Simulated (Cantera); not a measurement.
An isothermal, constant-pressure homogeneous reactor starts with H2 : O2 = 0.011 : 1 (molar parts), equivalence ratio 0.0055, at 1450 K and 3.15 Torr. Integrator tolerance rtol = 1e-08.

Computed with Cantera and GRI-Mech 3.0 (53 species, 325 reactions). Radical loss at walls, strong at low pressure, is not modelled.

What does this change do: 0.09 parts H2O added?


```json
[
 {"quantity": "x(H2) at 1.00 s", "before": "3.79e-5 (gas-phase equilibrium 1.61e-7)", "after": "0.000151 (gas-phase equilibrium 1.42e-6)"},
 {"quantity": "x(O2) at 1.00 s", "before": "0.980 (gas-phase equilibrium 0.989)", "after": "0.903 (gas-phase equilibrium 0.908)"},
 {"quantity": "x(O) at 1.00 s", "before": "0.00786 (gas-phase equilibrium 3.10e-5)", "after": "0.00320 (gas-phase equilibrium 2.97e-5)"},
 {"quantity": "x(H2O) at 1.00 s", "before": "0.0100 (gas-phase equilibrium 0.0109)", "after": "0.0903 (gas-phase equilibrium 0.0921)"},
 {"quantity": "x(H2O2) at 1.00 s", "before": "2.60e-9 (gas-phase equilibrium 1.08e-10)", "after": "9.16e-9 (gas-phase equilibrium 8.75e-10)"},
 {"quantity": "x(HO2) at 1.00 s", "before": "1.07e-7 (gas-phase equilibrium 3.60e-8)", "after": "2.53e-7 (gas-phase equilibrium 9.82e-8)"},
 {"quantity": "x(OH) at 1.00 s", "before": "0.00146 (gas-phase equilibrium 9.55e-5)", "after": "0.00279 (gas-phase equilibrium 0.000272)"}
]
```

What does this change do: H2 0.011 to 0.0017 parts?


| quantity | before | after |
|---|---|---|
| x(H2) at 1.00 s | 3.79e-5 (gas-phase equilibrium 1.61e-7) | 1.12e-6 (gas-phase equilibrium 2.47e-8) |
| x(O2) at 1.00 s | 0.980 (gas-phase equilibrium 0.989) | 0.997 (gas-phase equilibrium 0.998) |
| x(O) at 1.00 s | 0.00786 (gas-phase equilibrium 3.10e-5) | 0.00151 (gas-phase equilibrium 3.12e-5) |
| x(H2O) at 1.00 s | 0.0100 (gas-phase equilibrium 0.0109) | 0.00157 (gas-phase equilibrium 0.00168) |
| x(H2O2) at 1.00 s | 2.60e-9 (gas-phase equilibrium 1.08e-10) | 2.91e-10 (gas-phase equilibrium 1.68e-11) |
| x(HO2) at 1.00 s | 1.07e-7 (gas-phase equilibrium 3.60e-8) | 1.96e-8 (gas-phase equilibrium 1.43e-8) |
| x(OH) at 1.00 s | 0.00146 (gas-phase equilibrium 9.55e-5) | 0.000253 (gas-phase equilibrium 3.76e-5) |
